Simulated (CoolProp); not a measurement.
Saturated liquid density (kg/m³) of hydrogen chloride: the reference equation beside estimates from Tc = 51.5 °C, pc = 8314 kPa, ω = 0.130. Rackett uses Z = 0.29056 − 0.08775 ω.

Values from CoolProp's reference Helmholtz-energy equation of state, Thol 2018.

```tsv
T (°C)	reference	Rackett	van der Waals	Soave-Redlich-Kwong	Peng-Robinson
-89.05	1195	1098	707.3	1053	1187
-85.45	1186	1090	702.3	1045	1179
-81.85	1177	1082	697.2	1037	1170
-78.35	1168	1074	692.2	1028	1161
-74.75	1159	1065	686.9	1020	1152
-71.15	1150	1057	681.5	1011	1143
-67.65	1141	1049	676.2	1003	1133
-64.05	1131	1040	670.6	993.6	1123
-60.45	1122	1031	665.0	984.2	1113
-56.95	1112	1022	659.4	974.9	1103
```

Absolute difference from the reference over all 10 rows, mean and median: Rackett 8.1 and 8.1 %, van der Waals 40.7 and 40.7 %, Soave-Redlich-Kwong 12.1 and 12.0 %, Peng-Robinson 0.7 and 0.6 %.
